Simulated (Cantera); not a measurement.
Cantera run:

```python
import numpy as np
import cantera as ct

gas_names = """
    B BH BH2 BH3 BN B2 H H2 N NH NH2 NH3 N2 N2H2 N2H4
""".split()
cond_names = """
    B(b) B(L) BN(s)
""".split()


# ... load() reads the species with a 1 bar reference pressure and builds the phases ...
atoms = {
    'borazine': {'B': 3, 'N': 3, 'H': 6},
    'NH3': {'N': 1, 'H': 3},
}
top_T = {'BN(s)': 3200}  # K; cautious upper limits of use, not melting points


# ... equilibrate(T, P, feed) seeds the gas with the atoms and calls Mixture.equilibrate('TP', solver="vcs", rtol=1e-11, max_steps=5000) ...
results = []
feed = {'borazine': 1, 'NH3': 1.5}  # mol
P = 13000  # Pa
for T in [1125, 1325, 1525, 1725, 1925, 2125, 2325]:
    mix = equilibrate(T, P, feed)
    results.append((T, P, feed, dict(zip(mix.species_names, mix.species_moles))))

top = {s: max(r[3][s] / sum(r[3][g] for g in gas_names) for r in results) for s in gas_names}
cols = sorted((s for s in top if top[s] > 1e-06), key=lambda s: -top[s])[:5]
seen = [c for c in cond_names if any(r[3].get(c, 0) > 1e-12 for r in results)]
print("log10 of partial pressures in bar; condensed amounts in mol")
print(f"{'T/K':>10s}" + "".join(f"{s[:9]:>10s}" for s in cols + seen))
for T, P, feed, n in results:
    ng = sum(n[g] for g in gas_names)
    print(f"{T:10.4g}" + "".join(f"{np.log10(max(n[s] / ng * P / 1e5, 1e-99)):10.3f}" for s in cols)
          + "".join(f"{n.get(c, 0):10.4g}" for c in seen))
```

It prints:

```
log10 of partial pressures in bar; condensed amounts in mol
       T/K        H2        N2         H       BH2         B     BN(s)
      1125    -0.944    -1.789    -7.824   -14.350   -24.342         3
      1325    -0.944    -1.789    -6.258   -11.228   -18.667         3
      1525    -0.944    -1.789    -5.098    -8.933   -14.490         3
      1725    -0.944    -1.789    -4.203    -7.177   -11.290         3
      1925    -0.945    -1.790    -3.492    -5.792    -8.761         3
      2125    -0.949    -1.791    -2.914    -4.673    -6.714     2.999
      2325    -0.958    -1.793    -2.438    -3.757    -5.022     2.991
```

Method: chemical equilibrium by Gibbs-energy minimisation in Cantera with the NASA 1993 tables (ideal gas, pure condensed phases). The feed counts by its element totals alone. The tables' values for BH2 are old estimates; treat these amounts as uncertain. Gases not in the tables: B2H6 and higher boranes.
